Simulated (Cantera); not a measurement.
Feed: 1 mol Si₃H₈, 4.9 mol HCl, 34 mol H₂, at 440 Pa.

Equilibrium computed with Cantera from the NASA thermochemical tables; the gas is ideal and each condensed phase is pure. Candidate condensed phases: Si; 19 gas species. The feed counts by its element totals alone. The tables' values for SiCl₃ are old estimates; treat these amounts as uncertain. Kinetics and transport are ignored. All values below are at 1227 °C.

Base state: H₂ 0.906, HCl 0.0743, SiCl₂ 0.0196, H 0.000253, SiCl₃ 0.000252, Cl 1.67e-5, SiHCl₃ 1.30e-5, SiCl₄ 1.03e-5 (mole fractions); condensed: Si(s).

Problem. What changes in the equilibrium state with this change: Si₃H₈ replaced by SiCl₄?

Solution. 
```json
[
 {"species": "H₂", "before": "0.906", "after": "0.807"},
 {"species": "HCl", "before": "0.0743", "after": "0.168"},
 {"species": "SiCl₂", "before": "0.0196", "after": "0.0236"},
 {"species": "SiCl₄", "before": "1.03e-5", "after": "7.14e-5"},
 {"species": "SiCl₃", "before": "0.000252", "after": "0.000729"},
 {"species": "SiHCl₃", "before": "1.30e-5", "after": "3.56e-5"},
 {"species": "Cl", "before": "1.67e-5", "after": "4.00e-5"},
 {"species": "H", "before": "0.000253", "after": "0.000238"},
 {"species": "Si(s), mol", "before": "2.15", "after": "0"}
]
```
